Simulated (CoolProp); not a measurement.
Computed with CoolProp (reference Helmholtz-energy equation of state, Akasaka 2023).

Problem. Give the vapour pressure (bar), vapour density (kg/m³), enthalpy of vaporisation (kJ/kg) of saturated R1224YDZ at 347.7, 371.6 K.

Solution. 
```json
[
 {"T (K)": "347.7", "p (bar)": "6.43", "vapour density (kg/m³)": "39.5", "enthalpy of vaporisation (kJ/kg)": "136"},
 {"T (K)": "371.6", "p (bar)": "11.2", "vapour density (kg/m³)": "71.1", "enthalpy of vaporisation (kJ/kg)": "119"}
]
```
